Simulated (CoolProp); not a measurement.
Properties of n-nonane along the isobar 0.909 MPa (Tc = 321.4 °C, pc = 2.282 MPa, ω = 0.443).

Model: reference Helmholtz-energy equation of state, Lemmon 2006, in CoolProp. It is a short technical equation, of lower accuracy than the large ones.

| T (°C) | phase | density (kg/m³) | cp (kJ/(kg K)) | speed of sound (m/s) | expansivity (1/kK) | conductivity (mW/(m K)) | fugacity coefficient |
|---|---|---|---|---|---|---|---|
| 26.45 | liquid | 713.6 | 2.212 | 1205 | 1.099 | 127 | 0.0007459 |
| 44.15 | liquid | … | 2.279 | 1138 | 1.128 | 122 | 0.002074 |
| 61.85 | liquid | … | 2.348 | 1072 | 1.164 | 117 | 0.005049 |
| 79.45 | liquid | 671.5 | 2.420 | 1008 | 1.208 | 113 | … |
| 97.15 | liquid | 657.0 | 2.494 | 946.0 | 1.260 | 109 | 0.02171 |
| 114.85 | liquid | 642.2 | 2.570 | 884.7 | 1.322 | 105 | 0.03971 |
| 132.55 | liquid | 626.9 | 2.647 | 824.0 | 1.398 | 102 | 0.06782 |
| 150.15 | liquid | 611.2 | 2.725 | 764.1 | 1.490 | 98.4 | 0.1088 |
| 167.85 | liquid | 594.7 | 2.806 | 703.7 | 1.606 | 95.0 | 0.1663 |
| 185.55 | liquid | 577.3 | 2.889 | 642.7 | 1.754 | 91.8 | 0.2428 |
| 203.25 | liquid | 558.8 | 2.977 | 580.6 | 1.949 | 88.6 | 0.3406 |
| 220.85 | liquid | 538.7 | 3.071 | 516.7 | 2.217 | 85.5 | 0.4602 |
| 238.55 | liquid | 516.3 | 3.180 | 448.9 | 2.620 | 82.2 | 0.6031 |
| 256.25 | liquid | 490.2 | 3.319 | 375.2 | 3.303 | 78.6 | 0.7675 |

**Question.** Complete the blanks.

**Answer.** 
- 44.15, density (kg/m³): 699.7
- 61.85, density (kg/m³): 685.7
- 79.45, fugacity coefficient: 0.01095

Thermal conductivity comes from a separate model (Huber 2005).
